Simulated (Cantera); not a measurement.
Thermodynamics of carbothermic reduction, feed MgO + CH₄ + CO

A closed system holds: 1 mol MgO, 1.5 mol CH₄, 0.02 mol CO, equilibrated at 0.650 bar.

These are equilibrium values from Cantera (NASA tables, ideal gas, pure condensed phases), not measurements of a reactor. Candidate condensed phases: C, C₆H₆, C₇H₈, C₈H₁₈, H₂O, Mg, MgCO₃, MgO, Mg(OH)₂; 116 gas species. The tables' values for MgH are old estimates; treat these amounts as uncertain. Equilibrium is a limit: real reactors are often held back by kinetics, nucleation or transport.

From 1675 K to 1875 K the condensed part is C(graphite) + MgO(s). From 1975 K to 2375 K the condensed part is C(graphite). The main Mg-bearing gas is Mg throughout.

```json
[
 {"T (K)": "1675", "x H₂": "0.967", "x CO": "0.0192", "x Mg": "0.0127", "x H": "0.000142", "x C₂H₂ (acetylene)": "5.62e-5", "n C(graphite)": "1.46", "n MgO(s)": "0.960"},
 {"T (K)": "1775", "x H₂": "0.890", "x CO": "0.0574", "x Mg": "0.0509", "x H": "0.000339", "x C₂H₂ (acetylene)": "0.000127", "n C(graphite)": "1.32", "n MgO(s)": "0.827"},
 {"T (K)": "1875", "x H₂": "0.671", "x CO": "0.166", "x Mg": "0.160", "x H": "0.000666", "x C₂H₂ (acetylene)": "0.000212", "n C(graphite)": "0.775", "n MgO(s)": "0.277"},
 {"T (K)": "1975", "x H₂": "0.596", "x CO": "0.203", "x Mg": "0.197", "x H": "0.00131", "x C₂H₂ (acetylene)": "0.000387", "n C(graphite)": "0.496", "n MgO(s)": "0"},
 {"T (K)": "2075", "x H₂": "0.594", "x CO": "0.203", "x Mg": "0.197", "x H": "0.00255", "x C₂H₂ (acetylene)": "0.000737", "n C(graphite)": "0.492", "n MgO(s)": "0"},
 {"T (K)": "2175", "x H₂": "0.592", "x CO": "0.203", "x Mg": "0.197", "x H": "0.00466", "x C₂H₂ (acetylene)": "0.00132", "n C(graphite)": "0.486", "n MgO(s)": "0"},
 {"T (K)": "2275", "x H₂": "0.588", "x CO": "0.203", "x Mg": "0.196", "x H": "0.00808", "x C₂H₂ (acetylene)": "0.00224", "n C(graphite)": "0.477", "n MgO(s)": "0"},
 {"T (K)": "2375", "x H₂": "0.583", "x CO": "0.202", "x Mg": "0.196", "x H": "0.0134", "x C₂H₂ (acetylene)": "0.00362", "n C(graphite)": "0.463", "n MgO(s)": "0"}
]
```
x: gas mole fraction; n: condensed amount in mol.
